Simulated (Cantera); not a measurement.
A closed system holds: 1 mol Fe2O3, 0.56 mol C, 0.15 mol H2, held at 1300 °C and 1 atm.

Equilibrium computed with Cantera from the NASA thermochemical tables; the gas is ideal and each condensed phase is pure. Candidate condensed phases: C, C6H6, C7H8, C8H18, Fe, Fe(CO)5, FeO, Fe(OH)2, Fe(OH)3, Fe2O3, Fe3O4, H2O; 114 gas species. The tables' stoichiometric FeO is somewhat more stable than real wüstite, so its field is too wide. FeO: taken at fixed stoichiometry. Kinetics and transport are ignored.

Base state: CO2 0.452, CO 0.337, H2O 0.168, H2 0.0433 (mole fractions); condensed: FeO(s).

Q: What changes in the equilibrium state with this change: temperature from 1300 °C to 800 °C?

A: 
| species | before | after |
|---|---|---|
| CO2 | 0.452 | 0.492 |
| CO | 0.337 | 0.297 |
| H2O | 0.168 | 0.128 |
| H2 | 0.0433 | 0.0835 |
| FeO(s), mol | 2.00 | 2.00 |
